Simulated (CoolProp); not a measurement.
Vapour-liquid equilibrium of dimethyl ether (1) + n-pentane (2) at 29.75 °C; x and y are mole fractions of (1).

Model: multi-fluid Helmholtz-energy mixture model, Wu 2011 and Thol 2019; pair parameters Bell 2016, in CoolProp.

Question: Give the bubble pressure and the first vapour's composition at x = 0.15, 0.35, 0.55. Is there an azeotrope?

Answer: x = 0.15: 158.0 kPa, y = 0.560; x = 0.35: 314.7 kPa, y = 0.831; x = 0.55: 456.3 kPa, y = 0.913. No azeotrope shows between x = 0.05 and 0.95.

The pair parameters rest on a limited set of measurements; away from them the model extrapolates. The gap from Raoult's law changes sign with composition, which may be real or a fault of the pair parameters; it wasn't checked against measurements.
